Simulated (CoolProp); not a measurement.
Vapour-liquid equilibrium of CH2F2 (R32) (1) + isobutane (2) at 32.65 °C; x and y are mole fractions of (1).

Values from CoolProp's multi-fluid Helmholtz-energy mixture model, Tillner-Roth 1997 and Bücker 2006; pair parameters Bell 2016.

```tsv
x	bubble pressure, mixture model (bar)	bubble pressure, Raoult's law (bar)	y, mixture model	y, Raoult's law
0.05	7.280	5.172	0.384	0.199
0.125	10.89	6.392	0.583	0.403
0.2	13.64	7.613	0.667	0.542
0.275	15.65	8.834	0.712	0.642
0.35	17.08	10.05	0.740	0.718
0.425	18.11	11.28	0.760	0.778
0.5	18.87	12.50	0.776	0.826
0.575	19.48	13.72	0.790	0.865
0.65	20.00	14.94	0.805	0.898
0.725	20.47	16.16	0.824	0.926
0.8	20.87	17.38	0.849	0.950
0.875	21.13	18.60	0.885	0.971
0.95	21.05	19.82	0.942	0.989
```

The largest gap from Raoult's law is +79.2 % in bubble pressure, at x = 0.2. y crosses x between x = 0.875 and 0.95: the model has an azeotrope there.

The pair parameters rest on a limited set of measurements; away from them the model extrapolates. With so large a gap from Raoult's law the liquid may split in two, which this calculation doesn't test in full.
